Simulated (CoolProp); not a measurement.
Computed with CoolProp (reference Helmholtz-energy equation of state, Lemmon 2005). It is a short technical equation, of lower accuracy than the large ones.

Question: For isobutene, give the phase and the density (kg/m³), cp (kJ/(kg K)), cv (kJ/(kg K)) at -108.15 °C and 0.332 bar; -48.45 °C and 120 bar; 228.75 °C and 39.9 bar.

Answer: 
- -108.15 °C and 0.332 bar: liquid; density 733, cp 1.94, cv 1.34
- -48.45 °C and 120 bar: liquid; density 681, cp 2.05, cv 1.44
- 228.75 °C and 39.9 bar: gas; density 67.3, cp 2.66, cv 2.25
